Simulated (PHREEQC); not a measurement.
3.7 g of hydrous ferric oxide (600 m²/g; 0.2 weak and 0.005 strong sites per Fe, Dzombak-Morel constants, diffuse double layer) in 1 kg of water with 0.3 mol/kgw of an inert sodium salt and 0.13 mmol/kgw NaH2PO4 and 15 mmol/kgw NaF, at 25 °C; the pH is set by adding NaOH or the inert anion's acid. O2 is buffered at 0.21 atm. CO2 from the air is kept out. Nothing may precipitate in this run.

Equilibrium calculation in PHREEQC: ion-association model, wateq4f.dat.

```
pH    P sorbed (%)  F sorbed (%)  surface charge σ (C/m²)  surface potential ψ (mV)
----  ------------  ------------  -----------------------  ------------------------
3             99.9          34.2                    0.141                        77
3.5           99.9          36.3                    0.127                        72
4             99.9          37.0                    0.119                        70
4.5           99.9          36.7                    0.113                        67
5             99.9          35.5                    0.103                       [?]
5.5          100.0          33.0                    0.087                        56
6            100.0          29.1                      [?]                        46
6.5          100.0          24.3                    0.046                        33
7             99.9          18.9                    0.026                        20
7.5           99.8          13.7                    0.007                         5
8             99.5           9.1                   -0.013                       -10
8.5           98.3           [?]                   -0.034                       -26
9             93.4           2.9                   -0.060                       -42
9.5           76.8           1.4                   -0.094                       -59
10            43.1           0.6                   -0.136                       -76
10.5          14.5           0.3                   -0.188                       -91
11             3.5           0.1                   -0.247                      -104
```

Some entries are withheld; supply them.


- 5, surface potential ψ (mV): 63
- 6, surface charge σ (C/m²): 0.067
- 8.5, F sorbed (%): 5.4

Species that the database lacks are ignored. H3PO4, which wateq4f.dat lacks, is added to it with the constant of phreeqc.dat. The oxide is taken as insoluble; below pH 4 it would dissolve.
